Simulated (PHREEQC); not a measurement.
**Acid mine or pickling water: an equilibrium model**

Synthetic water in mg/L, 25 °C, pH 4.16, pe 10.1:

```json
[
 {"constituent": "Na", "mg/L": "124"},
 {"constituent": "K", "mg/L": "66.3"},
 {"constituent": "Ca", "mg/L": "64.2"},
 {"constituent": "Mg", "mg/L": "36.4"},
 {"constituent": "Cl", "mg/L": "127"},
 {"constituent": "S(6) as SO4", "mg/L": "474"},
 {"constituent": "F", "mg/L": "2.61"}
]
```

Valence states are taken as typed.

Equilibrium calculation in PHREEQC: ion-association model, phreeqc.dat.

Each row changes one thing in this solution. This is a speciation only: nothing precipitates in the calculation.

```json
[
 {"case": "as made", "ionic strength (mol/kgw)": "0.0185", "SO4-2 (mol/kgw)": "0.00411", "Ca+2 (mol/kgw)": "0.00127", "Mg+2 (mol/kgw)": "0.00111", "MgSO4 (mol/kgw)": "0.000382", "CaSO4 (mol/kgw)": "0.000329", "SI of Fluorite (CaF2)": "-0.47", "SI of Gypsum (CaSO4:2H2O)": "-1.15"},
 {"case": "Mg from 36.4 to 18.2 mg/L", "ionic strength (mol/kgw)": "0.0176", "SO4-2 (mol/kgw)": "0.00428", "Ca+2 (mol/kgw)": "0.00126", "Mg+2 (mol/kgw)": "0.000547", "MgSO4 (mol/kgw)": "?", "CaSO4 (mol/kgw)": "0.000344", "SI of Fluorite (CaF2)": "-0.45", "SI of Gypsum (CaSO4:2H2O)": "-1.13"},
 {"case": "Cl from 127 to 254 mg/L", "ionic strength (mol/kgw)": "0.0203", "SO4-2 (mol/kgw)": "0.00414", "Ca+2 (mol/kgw)": "0.00128", "Mg+2 (mol/kgw)": "?", "MgSO4 (mol/kgw)": "?", "CaSO4 (mol/kgw)": "0.000319", "SI of Fluorite (CaF2)": "-0.48", "SI of Gypsum (CaSO4:2H2O)": "-1.16"}
]
```

Task: Fill in the missing entries.

Result: 
- Mg from 36.4 to 18.2 mg/L, MgSO4 (mol/kgw): 0.000199
- Cl from 127 to 254 mg/L, Mg+2 (mol/kgw): 0.00112
- Cl from 127 to 254 mg/L, MgSO4 (mol/kgw): 0.000372
